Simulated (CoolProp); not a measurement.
Properties of octamethylcyclotetrasiloxane (D4) along the isobar 1.86 MPa (Tc = 586.5 K, pc = 1.347 MPa, ω = 0.598).

Values from CoolProp's reference Helmholtz-energy equation of state, Thol 2015.

```csv
T (K),phase,Z,cv (kJ/(kg K)),speed of sound (m/s),Joule-Thomson coefficient (K/MPa),fugacity coefficient
326.4,liquid,0.2206,1.430,837.2,-0.3783,0.0005841
346.9,liquid,0.2130,1.473,774.0,-0.3531,0.001757
367.4,liquid,0.2065,1.519,…,-0.3245,0.004490
387.9,liquid,0.2012,1.567,654.7,-0.2916,0.01003
408.4,liquid,0.1968,1.616,598.2,…,0.02005
428.9,liquid,0.1933,1.665,543.5,-0.2076,0.03650
449.4,liquid,…,1.714,490.4,-0.1515,0.06139
469.9,liquid,0.1893,1.762,438.4,-0.07960,0.09654
490.3,liquid,0.1889,1.809,387.3,0.01646,0.1430
510.8,liquid,0.1898,1.855,336.1,0.1546,0.2018
531.3,liquid,0.1926,1.900,284.1,0.3705,0.2724
551.8,liquid,0.1982,1.945,230.2,0.7541,0.3534
572.3,liquid,0.2094,1.989,171.8,1.611,0.4419
592.8,supercritical,0.2380,2.038,104.0,4.847,0.5329
```

Question: Complete the blanks.

Answer: 
- 367.4, speed of sound (m/s): 713.2
- 408.4, Joule-Thomson coefficient (K/MPa): -0.2533
- 449.4, Z: 0.1908
